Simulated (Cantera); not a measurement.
**SiCl₄ + N₂ + NH₃ (silicon nitride deposition)**

Feed: 1 mol SiCl₄, 46 mol N₂, 1.6 mol NH₃, equilibrated at 37000 Pa.

Equilibrium computed with Cantera from the NASA thermochemical tables; the gas is ideal and each condensed phase is pure. Candidate condensed phases: NH₄Cl, Si, Si₃N₄; 28 gas species. The tables' values for SiCl₃, SiCl are old estimates; treat these amounts as uncertain. Equilibrium is a limit: real reactors are often held back by kinetics, nucleation or transport.

From 1223 K to 1823 K the condensed part is Si₃N₄(s). The main Si-bearing gas is SiCl₄ at 1223 K and SiCl₂ at 1823 K. The share of Si in condensed phases is highest at 1298 K (76.2 %) and lowest at 1823 K (1.9 %).

```tsv
T (K)	x N₂	x HCl	x H₂	x SiCl₂	x SiCl₄	n Si₃N₄(s)
1223	0.918	0.0600	0.0175	1.53e-5	0.00471	0.252
1298	0.917	0.0608	0.0171	7.16e-5	0.00436	0.254
1373	0.917	0.0613	0.0169	0.000278	0.00394	0.253
1448	0.917	0.0611	0.0169	0.000899	0.00334	0.245
1523	0.916	0.0597	0.0175	0.00241	0.00251	0.225
1598	0.916	0.0566	0.0190	0.00523	0.00154	0.187
1673	0.915	0.0516	0.0214	0.00920	0.000752	0.133
1748	0.915	0.0451	0.0244	0.0136	0.000306	0.0697
1823	0.915	0.0383	0.0277	0.0179	0.000113	0.00631
```
x: gas mole fraction; n: condensed amount in mol.
